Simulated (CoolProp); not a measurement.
Vapour pressure (bar) of methane: the reference equation beside estimates from Tc = 190.6 K, pc = 45.99 bar, ω = 0.011.

Values from CoolProp's reference Helmholtz-energy equation of state, Setzmann 1991.

| T (K) | reference | Lee-Kesler | Redlich-Kwong | Soave-Redlich-Kwong |
|---|---|---|---|---|
| 100.5 | 0.3621 | ? | 0.2112 | 0.3436 |
| 111.2 | 0.9748 | ? | 0.6988 | ? |
| 122 | 2.200 | 2.187 | 1.804 | 2.173 |
| 132.7 | 4.305 | 4.304 | 3.848 | ? |
| 143.4 | 7.614 | 7.629 | 7.197 | 7.668 |
| 154.1 | 12.46 | 12.48 | 12.20 | 12.62 |
| 164.8 | 19.20 | ? | 19.20 | ? |
| 175.5 | 28.25 | 28.24 | ? | 28.63 |
| 186.3 | 40.24 | 40.26 | 40.48 | 40.50 |

Q: Some entries are withheld; supply them.

A: 
- 100.5, Lee-Kesler: 0.3524
- 111.2, Lee-Kesler: 0.9599
- 111.2, Soave-Redlich-Kwong: 0.9469
- 132.7, Soave-Redlich-Kwong: 4.301
- 164.8, Lee-Kesler: 19.21
- 164.8, Soave-Redlich-Kwong: 19.49
- 175.5, Redlich-Kwong: 28.49

Absolute difference from the reference over all 9 rows, mean and median: Lee-Kesler 0.6 and 0.2 %, Redlich-Kwong 12.0 and 5.5 %, Soave-Redlich-Kwong 1.6 and 1.3 %.
